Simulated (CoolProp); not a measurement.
Properties of R507A along the isobar 14.3 MPa.

Values from CoolProp's reference Helmholtz-energy equation of state, Lemmon 2003. It is a pseudo-pure fit of the blend.

| T (°C) | phase | Z | cp (kJ/(kg K)) | isothermal compressibility (1/MPa) | expansivity (1/kK) | viscosity (µPa s) |
|---|---|---|---|---|---|---|
| 0.95 | liquid | 0.5083 | 1.286 | 0.003170 | 2.409 | 234 |
| 19.75 | liquid | 0.4989 | 1.325 | 0.004200 | 2.669 | 188 |
| 38.65 | liquid | 0.4944 | 1.371 | 0.005726 | 3.012 | 153 |
| 57.45 | liquid | 0.4954 | 1.423 | 0.008034 | 3.462 | 126 |
| 76.25 | supercritical | 0.5029 | 1.481 | 0.01162 | 4.044 | 106 |
| 95.05 | supercritical | 0.5183 | 1.543 | 0.01716 | 4.758 | 89.7 |
| 113.95 | supercritical | 0.5434 | 1.599 | 0.02535 | 5.530 | 76.6 |
| 132.75 | supercritical | 0.5786 | 1.633 | 0.03593 | 6.150 | 65.6 |
| 151.55 | supercritical | 0.6226 | 1.632 | 0.04708 | 6.371 | 56.6 |
| 170.35 | supercritical | 0.6709 | 1.600 | 0.05616 | 6.128 | 49.5 |
| 189.25 | supercritical | 0.7191 | 1.555 | 0.06210 | 5.602 | 44.4 |
| 208.05 | supercritical | 0.7635 | 1.514 | 0.06540 | 5.009 | 40.9 |
| 226.85 | supercritical | 0.8031 | 1.481 | 0.06703 | 4.456 | 38.4 |

Viscosity comes from a separate model (Geller 2000).
